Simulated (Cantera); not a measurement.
An isothermal, constant-pressure homogeneous reactor starts with H2 : O2 = 0.013 : 0.19 (molar parts), equivalence ratio 0.034, at 923 K and 10.00 Torr.

Computed with Cantera and GRI-Mech 3.0 (53 species, 325 reactions). Radical loss at walls, strong at low pressure, is not modelled. Below about 950 K walls govern HO2 and H2O2 in real vessels. The temperature is held fixed by assumption; the heat of reaction is taken as removed at once.

x: mole fraction; the columns are a selection and need not sum to one.

| t (s) | x H2 | x O2 | x HO2 | x O | x OH | x H2O | x H |
|---|---|---|---|---|---|---|---|
| 0.000500 | 0.0640 | 0.936 | 3.05e-11 | 2.18e-11 | 1.03e-11 | 2.21e-11 | 2.91e-11 |
| 0.00170 | 0.0640 | 0.936 | 1.28e-10 | 5.48e-10 | 2.11e-10 | 9.71e-10 | 4.97e-10 |
| 0.00576 | 0.0640 | 0.936 | 2.09e-7 | ? | 1.53e-6 | 7.79e-6 | 3.56e-6 |
| 0.0196 | 0.00187 | 0.923 | 1.05e-5 | ? | 0.00128 | 0.0604 | 0.00522 |
| 0.0665 | 0.000126 | 0.933 | 3.95e-6 | ? | 0.000201 | 0.0659 | 6.51e-5 |
| 0.226 | 1.22e-5 | 0.934 | 9.06e-7 | ? | 5.45e-5 | 0.0661 | 1.49e-6 |
| 0.766 | 1.14e-6 | 0.934 | 1.59e-7 | ? | 1.84e-5 | 0.0661 | 5.46e-8 |
| 2.60 | 9.11e-8 | 0.934 | 2.84e-8 | ? | 7.21e-6 | 0.0662 | 3.20e-9 |
| 8.84 | 9.82e-9 | 0.934 | 6.12e-9 | ? | 3.21e-6 | 0.0662 | 2.83e-10 |
| 30.0 | 1.89e-9 | 0.934 | 1.53e-9 | ? | 1.56e-6 | 0.0662 | 3.27e-11 |

Question: Some entries are withheld; supply them.

Answer: 
- 0.00576, x O: 4.01e-6
- 0.0196, x O: 0.00773
- 0.0665, x O: 0.000626
- 0.226, x O: 5.29e-5
- 0.766, x O: 5.75e-6
- 2.60, x O: 8.66e-7
- 8.84, x O: 1.73e-7
- 30.0, x O: 4.11e-8
